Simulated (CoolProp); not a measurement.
Properties of cyclopentane along the isobar 0.542 MPa (Tc = 511.7 K, pc = 4.583 MPa, ω = 0.202).

Computed with CoolProp (reference Helmholtz-energy equation of state, Gedanitz 2015).

```csv
T (K),phase,speed of sound (m/s),fugacity coefficient
296.8,liquid,1214,0.07418
317.9,liquid,1106,0.1586
338.9,liquid,1002,0.3009
360,liquid,898.9,0.5211
381.1,liquid,797.0,0.8341
402.2,gas,206.7,0.9103
423.3,gas,214.9,0.9237
444.4,gas,222.5,0.9347
465.5,gas,229.5,0.9437
486.6,gas,236.1,0.9511
507.7,gas,242.4,0.9574
528.8,gas,248.4,0.9627
549.9,gas,254.2,0.9673
```
